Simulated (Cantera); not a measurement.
A perfectly stirred reactor is fed with NO : N2 = 1 : 2.5 (molar parts), at 0.520 bar; it is held at 2073 K, and followed from long to short residence time.

Cantera simulation using GRI-Mech 3.0 (53 species, 325 reactions); the numbers are that mechanism's predictions, not measurements.

x: mole fraction; the columns are a selection and need not sum to one.

| τ (s) | x NO | x N2O | x O2 | x N2 | x O | x NO2 |
|---|---|---|---|---|---|---|
| 1.5 | 0.105 | 5.04e-6 | 0.0900 | 0.804 | 0.000488 | 7.63e-5 |
| 0.62 | 0.166 | 1.25e-5 | 0.0595 | 0.774 | 0.000404 | 9.91e-5 |
| 0.26 | 0.222 | 2.27e-5 | 0.0314 | 0.746 | 0.000307 | 9.93e-5 |
| 0.11 | 0.257 | ? | ? | 0.728 | ? | ? |
| 0.045 | 0.274 | 3.55e-5 | ? | 0.720 | ? | ? |
| 0.019 | 0.281 | 3.70e-5 | 0.00221 | 0.717 | 0.000144 | 5.55e-5 |
| 0.0078 | 0.284 | 3.66e-5 | 0.000824 | 0.715 | 0.000126 | 4.84e-5 |
| 0.0033 | 0.285 | 3.44e-5 | 0.000286 | 0.715 | 0.000108 | 4.14e-5 |
| 0.0014 | 0.285 | 2.96e-5 | 7.88e-5 | 0.714 | 8.09e-5 | 3.09e-5 |
| 0.00056 | 0.286 | 2.15e-5 | 1.28e-5 | 0.714 | 4.40e-5 | 1.61e-5 |

Question: Fill in the missing entries.

Answer: 
- 0.11, x N2O: 3.10e-5
- 0.11, x O2: 0.0139
- 0.11, x O: 0.000226
- 0.11, x NO2: 8.29e-5
- 0.045, x O2: 0.00553
- 0.045, x O: 0.000173
- 0.045, x NO2: 6.59e-5
